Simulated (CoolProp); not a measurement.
Oxygen at 400.28 K and 3.3 MPa flows at 0.28 m/s in a round tube of 12.7 mm bore and 45 µm roughness, fully developed (64/Re and Nu = 3.66 if laminar; Colebrook and Gnielinski if turbulent). Each further row changes one setting.

Values from CoolProp's reference Helmholtz-energy equation of state, Schmidt 1985.

```
case               Reynolds number  Darcy friction factor  pressure drop (Pa/m)  heat-transfer coefficient (W/(m² K))  mass flow (kg/h)
-----------------  ---------------  ---------------------  --------------------  ------------------------------------  ----------------
as stated                     4270                 0.0427                  4.18                                  42.6              4.05
velocity 0.56 m/s             8530                 0.0369                  14.4                                  83.6              8.10
diameter 25.4 mm              8530                 0.0346                  1.70                                  39.1              16.2
```

Above 300 K oxygen's equation is extrapolated.

Viscosity comes from a separate model (Lemmon 2004). Thermal conductivity comes from a separate model (Lemmon 2004).
